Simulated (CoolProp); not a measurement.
Vapour-liquid equilibrium of R22 (1) + n-hexane (2) at -17.35 °C; x and y are mole fractions of (1).

The numbers come from the multi-fluid Helmholtz-energy mixture model, Kamei 1995 and Thol 2019; pair parameters Bell 2016 in CoolProp.

```
x     bubble pressure, mixture model (MPa)  bubble pressure, Raoult's law (MPa)  y, mixture model  y, Raoult's law
----  ------------------------------------  -----------------------------------  ----------------  ---------------
0.05                               0.02597                              0.01567             0.918            0.866
0.2                                0.08939                              0.05604             0.978            0.968
0.35                                0.1370                              0.09642             0.988            0.985
0.5                                 0.1710                               0.1368             0.991            0.992
0.65                                0.1978                               0.1772             0.994            0.996
0.8                                 0.2246                               0.2175             0.996            0.998
0.95                                0.2578                               0.2579             0.999            1.000
```

The largest gap from Raoult's law is +65.7 % in bubble pressure, at x = 0.05. No azeotrope shows between x = 0.05 and 0.95.

The pair parameters rest on a limited set of measurements; away from them the model extrapolates. With so large a gap from Raoult's law the liquid may split in two, which this calculation doesn't test in full.
